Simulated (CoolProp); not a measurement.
Properties of n-hexane along the isobar 9.66 MPa (Tc = 507.8 K, pc = 3.044 MPa, ω = 0.300).

The numbers come from the reference Helmholtz-energy equation of state, Thol 2019 in CoolProp.

```
T (K)   phase  expansivity (1/kK)  fugacity coefficient
-----  ------  ------------------  --------------------
329.8  liquid                   …               0.01098
347.3  liquid                   …               0.01867
364.9  liquid                   …                     …
382.4  liquid               1.582               0.04494
399.9  liquid                   …                     …
417.4  liquid               1.813                     …
434.9  liquid               1.964                0.1183
452.4  liquid               2.149                0.1525
469.9  liquid               2.377                0.1911
487.5  liquid               2.663                     …
```

Question: Some entries are withheld; supply them.

Answer: 
- 329.8, expansivity (1/kK): 1.352
- 347.3, expansivity (1/kK): 1.417
- 364.9, expansivity (1/kK): 1.493
- 364.9, fugacity coefficient: 0.02983
- 399.9, expansivity (1/kK): 1.687
- 399.9, fugacity coefficient: 0.06456
- 417.4, fugacity coefficient: 0.08900
- 487.5, fugacity coefficient: 0.2338
